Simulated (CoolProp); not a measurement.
R1336mzz(Z) along the isotherm 209.55 °C: fugacity coefficient from the reference equation and from simpler models built on Tc = 171.3 °C, pc = 2.904 MPa, ω = 0.386; each cubic takes its own stable root.

Computed with CoolProp (reference Helmholtz-energy equation of state, McLinden 2020).

| p (MPa) | phase | reference | van der Waals | Soave-Redlich-Kwong | Peng-Robinson |
|---|---|---|---|---|---|
| 3.63 | supercritical | 0.6936 | 0.6962 | 0.7081 | 0.6811 |
| 7.26 | supercritical | 0.4682 | 0.4771 | 0.5015 | 0.4714 |
| 10.9 | supercritical | 0.3746 | 0.4060 | 0.4161 | 0.3837 |
| 14.5 | supercritical | … | 0.3816 | 0.3783 | 0.3427 |
| 18.1 | supercritical | 0.3096 | 0.3781 | … | 0.3219 |
| 21.8 | supercritical | 0.2990 | 0.3875 | 0.3559 | 0.3120 |
| 25.4 | supercritical | 0.2959 | 0.4058 | 0.3583 | 0.3093 |
| 29 | supercritical | 0.2978 | … | 0.3662 | 0.3114 |

Q: Some entries are withheld; supply them.

A: 
- 14.5, reference: 0.3314
- 18.1, Soave-Redlich-Kwong: 0.3613
- 29, van der Waals: 0.4318
